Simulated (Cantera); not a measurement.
A freely propagating, adiabatic, planar premixed flame of CH4 : O2 : N2 = 1 : 1.82 : 4.73 (molar parts), equivalence ratio 1.1, unburnt at 575 K and 600000 Pa; mixture-averaged transport, grid criteria slope 0.08 and curve 0.16, no radiation.

Detailed kinetics in Cantera: GRI-Mech 3.0 (53 species, 325 reactions). Burning velocities carry a grid error of a few per cent, more on coarse grids.

Task: Predict: laminar burning velocity; thermal thickness; peak x(HO2); peak x(C2H); peak x(HCN).

Result: 
| Item | Value |
|---|---|
| laminar burning velocity | 121 cm/s |
| thermal thickness | 0.0553 mm |
| peak x(HO2) | 0.000371 |
| peak x(C2H) | 2.94e-6 |
| peak x(HCN) | 1.54e-5 |
